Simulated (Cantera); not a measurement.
A freely propagating, adiabatic, planar premixed flame of CH4 : C2H6 : O2 : N2 : H2O = 1 : 0.057 : 3.23 : 12.2 : 1.8 (molar parts), unburnt at 600 K and 7500 Torr; mixture-averaged transport, grid criteria slope 0.08 and curve 0.16, no radiation.

Cantera simulation using GRI-Mech 3.0 (53 species, 325 reactions); the numbers are that mechanism's predictions, not measurements. Burning velocities carry a grid error of a few per cent, more on coarse grids.

How do the results move with these cheaper or finer settings: unity-Lewis-number transport; multicomponent transport; multicomponent+Soret transport; grid criteria slope 0.5, curve 1; grid criteria slope 0.25, curve 0.5; grid criteria slope 0.03, curve 0.06?


| setting | laminar burning velocity | thermal thickness | peak x(C2H4) | peak x(H2) | grid points |
|---|---|---|---|---|---|
| as above | 16.9 cm/s | 0.159 mm | 0.000812 | 0.00241 | 132 |
| unity-Lewis-number transport | 16.9 cm/s | 0.153 mm | 0.000654 | 0.00310 | 126 |
| multicomponent transport | 17.4 cm/s | 0.159 mm | 0.000832 | 0.00248 | 132 |
| multicomponent+Soret transport | 17.3 cm/s | 0.160 mm | 0.000832 | 0.00235 | 132 |
| grid criteria slope 0.5, curve 1 | 18.1 cm/s | 0.177 mm | 0.000787 | 0.00240 | 33 |
| grid criteria slope 0.25, curve 0.5 | 17.6 cm/s | 0.165 mm | 0.000820 | 0.00241 | 54 |
| grid criteria slope 0.03, curve 0.06 | 16.6 cm/s | 0.156 mm | 0.000813 | 0.00241 | 329 |
The base run took about 10 core-seconds (a rough figure).
Unity Lewis numbers drop preferential diffusion, which matters most where H2 and H carry the flame; Soret adds thermal diffusion.
